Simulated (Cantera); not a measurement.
A Cantera script and what it prints.

```python
import numpy as np
import cantera as ct

gas_names = """
    Fe FeO Fe(OH)2 H HO2 H2 H2O H2O2 H2S H2SO4 O OH O2 O3 S SH SO SO2 SO3 S2 S2O S8
""".split()
cond_names = """
    Fe(a) Fe(c) Fe(d) Fe(L) FeO(s) FeO(L) Fe(OH)2(s) Fe(OH)3(s) FeS(a) FeS(b) FeS(c) FeS(L) FeSO4(s)
    FeS2(s) Fe2O3(s) Fe2S3O12(s) Fe3O4(s) H2O(s) H2O(L) H2SO4(L) S(cr1) S(cr2) S(L)
""".split()


# ... load() reads the species with a 1 bar reference pressure and builds the phases ...
atoms = {
    'FeS2': {'Fe': 1, 'S': 2},
    'H2': {'H': 2},
    'H2O': {'H': 2, 'O': 1},
}
top_T = {'FeSO4(s)': 950, 'FeS2(s)': 1010, 'Fe2O3(s)': 1830, 'Fe2S3O12(s)': 1100, 'Fe3O4(s)': 1870}  # K; cautious upper limits of use, not melting points


# ... equilibrate(T, P, feed) seeds the gas with the atoms and calls Mixture.equilibrate('TP', solver="vcs", rtol=1e-11, max_steps=5000) ...
results = []
feed = {'FeS2': 1, 'H2': 860, 'H2O': 0.5}  # mol
P = 1333.22  # Pa
for T in [975, 1075, 1175, 1275, 1375, 1475, 1575, 1675, 1775, 1875, 1975, 2075, 2175]:
    mix = equilibrate(T, P, feed)
    results.append((T, P, feed, dict(zip(mix.species_names, mix.species_moles))))
    x = sorted(zip(gas.X, gas.species_names), reverse=True)
    print(f"T = {T:g} K  P = {P:g} Pa  gas = {mix.phase_moles(0):.4g} mol")
    print("   x: " + "  ".join(f"{s} {v:.3e}" for v, s in x if v > 0.001))
    print("   condensed (mol): " + ("  ".join(f"{mix.phase(i).name} {mix.phase_moles(i):.4g}"
          for i in range(1, mix.n_phases) if mix.phase_moles(i) > 1e-12) or "none"))
```

It prints:

```
T = 975 K  P = 1333.22 Pa  gas = 860.5 mol
   x: H2 9.983e-01  H2S 1.162e-03
   condensed (mol): FeS(c) 1
T = 1075 K  P = 1333.22 Pa  gas = 860.5 mol
   x: H2 9.975e-01  H2S 1.918e-03
   condensed (mol): Fe(a) 0.6508  FeS(c) 0.3492
T = 1175 K  P = 1333.22 Pa  gas = 860.5 mol
   x: H2 9.971e-01  H2S 2.321e-03
   condensed (mol): Fe(a) 1
T = 1275 K  P = 1333.22 Pa  gas = 860.5 mol
   x: H2 9.971e-01  H2S 2.311e-03
   condensed (mol): Fe(c) 1
T = 1375 K  P = 1333.22 Pa  gas = 860.5 mol
   x: H2 9.971e-01  H2S 2.282e-03
   condensed (mol): Fe(c) 0.9995
T = 1475 K  P = 1333.22 Pa  gas = 860.6 mol
   x: H2 9.970e-01  H2S 2.211e-03
   condensed (mol): Fe(c) 0.9944
T = 1575 K  P = 1333.22 Pa  gas = 860.8 mol
   x: H2 9.967e-01  H2S 2.070e-03
   condensed (mol): Fe(c) 0.9559
T = 1675 K  P = 1333.22 Pa  gas = 861.4 mol
   x: H2 9.959e-01  H2S 1.841e-03  H 1.003e-03
   condensed (mol): Fe(d) 0.7318
T = 1775 K  P = 1333.22 Pa  gas = 862.9 mol
   x: H2 9.936e-01  H 2.499e-03  H2S 1.538e-03  Fe 1.159e-03
   condensed (mol): none
T = 1875 K  P = 1333.22 Pa  gas = 864.5 mol
   x: H2 9.905e-01  H 5.650e-03  H2S 1.205e-03  Fe 1.157e-03
   condensed (mol): none
T = 1975 K  P = 1333.22 Pa  gas = 867.3 mol
   x: H2 9.844e-01  H 1.176e-02  Fe 1.153e-03
   condensed (mol): none
T = 2075 K  P = 1333.22 Pa  gas = 872.4 mol
   x: H2 9.734e-01  H 2.276e-02  Fe 1.146e-03
   condensed (mol): none
T = 2175 K  P = 1333.22 Pa  gas = 880.9 mol
   x: H2 9.548e-01  H 4.131e-02  Fe 1.135e-03
   condensed (mol): none
```

Method: chemical equilibrium by Gibbs-energy minimisation in Cantera with the NASA 1993 tables (ideal gas, pure condensed phases). Mutual solubility and eutectic melting of coexisting phases are not modelled. FeS: taken at fixed stoichiometry. Gases not in the tables: S3 to S7.
